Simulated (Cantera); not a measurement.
**Pyrogenic steam for wet oxidation**

An isothermal, constant-pressure homogeneous reactor starts with H2 : O2 : N2 = 0.81 : 0.26 : 7.5 (molar parts), at 1350 K and 0.240 bar.

Detailed kinetics in Cantera: GRI-Mech 3.0 (53 species, 325 reactions). The temperature is held fixed by assumption; the heat of reaction is taken as removed at once.

```csv
t (s),x H2,x O2,x H2O,x NO2,x H2O2,x NO
2.00e-5,0.0945,0.0303,4.30e-9,<1e-12,4.94e-11,<1e-12
7.10e-5,0.0945,0.0303,1.52e-7,<1e-12,5.41e-10,<1e-12
0.000252,0.0942,0.0302,0.000191,<1e-12,1.94e-8,1.65e-12
0.000894,0.0233,0.00225,0.0533,2.04e-11,9.33e-8,3.65e-6
0.00317,0.0272,0.000427,0.0601,1.89e-11,4.31e-8,8.22e-6
0.0113,0.0320,3.15e-5,0.0621,5.37e-12,1.07e-8,9.19e-6
0.0400,0.0340,2.25e-6,0.0625,1.45e-12,2.20e-9,9.21e-6
0.142,0.0347,1.69e-7,0.0625,<1e-12,3.31e-10,8.76e-6
0.504,0.0348,1.24e-8,0.0626,<1e-12,3.35e-11,7.45e-6
1.79,0.0349,8.57e-10,0.0626,<1e-12,2.58e-12,5.48e-6
6.35,0.0349,6.72e-11,0.0626,<1e-12,<1e-12,3.15e-6
22.5,0.0349,7.87e-12,0.0626,<1e-12,<1e-12,1.27e-6
80.0,0.0349,1.36e-12,0.0626,<1e-12,<1e-12,3.02e-7
```
x: mole fraction; the columns are a selection and need not sum to one.

Equilibrium at this temperature and pressure: H2 0.0349, O2 <1e-12, H2O 0.0626, NO2 <1e-12, H2O2 <1e-12, NO 9.56e-10 (gas phase only).
